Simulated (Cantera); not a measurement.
An adiabatic, constant-pressure homogeneous reactor starts with CH4 : CO : O2 : N2 = 1 : 0.28 : 1.78 : 6.71 (molar parts), at 1650 K and 2.90 bar. Integrator tolerance rtol = 1e-08.

Cantera simulation using GRI-Mech 3.0 (53 species, 325 reactions); the numbers are that mechanism's predictions, not measurements.

**Question.** What does this change do: 0.084 parts H2 added?

**Answer.** 
```tsv
quantity	before	after
time of steepest temperature rise	0.145 ms	0.113 ms
temperature at 0.200 s	2893 K	2896 K
equilibrium temperature	2893 K	2896 K
x(CH4) at 0.200 s	<1e-12 (gas-phase equilibrium <1e-12)	<1e-12 (gas-phase equilibrium <1e-12)
x(CO) at 0.200 s	0.0726 (gas-phase equilibrium 0.0726)	0.0742 (gas-phase equilibrium 0.0742)
x(O2) at 0.200 s	0.00860 (gas-phase equilibrium 0.00860)	0.00763 (gas-phase equilibrium 0.00763)
x(CH2CO) at 0.200 s	<1e-12 (gas-phase equilibrium <1e-12)	<1e-12 (gas-phase equilibrium <1e-12)
x(CH3) at 0.200 s	<1e-12 (gas-phase equilibrium <1e-12)	<1e-12 (gas-phase equilibrium <1e-12)
```

**Question.** What does this change do: pressure from 2.90 bar to 5.00 bar?

**Answer.** 
```csv
quantity,before,after
time of steepest temperature rise,0.145 ms,95.9 µs
temperature at 0.200 s,2893 K,2934 K
equilibrium temperature,2893 K,2934 K
x(CH4) at 0.200 s,<1e-12 (gas-phase equilibrium <1e-12),<1e-12 (gas-phase equilibrium <1e-12)
x(CO) at 0.200 s,0.0726 (gas-phase equilibrium 0.0726),0.0714 (gas-phase equilibrium 0.0714)
x(O2) at 0.200 s,0.00860 (gas-phase equilibrium 0.00860),0.00756 (gas-phase equilibrium 0.00756)
x(CH2CO) at 0.200 s,<1e-12 (gas-phase equilibrium <1e-12),<1e-12 (gas-phase equilibrium <1e-12)
x(CH3) at 0.200 s,<1e-12 (gas-phase equilibrium <1e-12),<1e-12 (gas-phase equilibrium 1.18e-12)
```
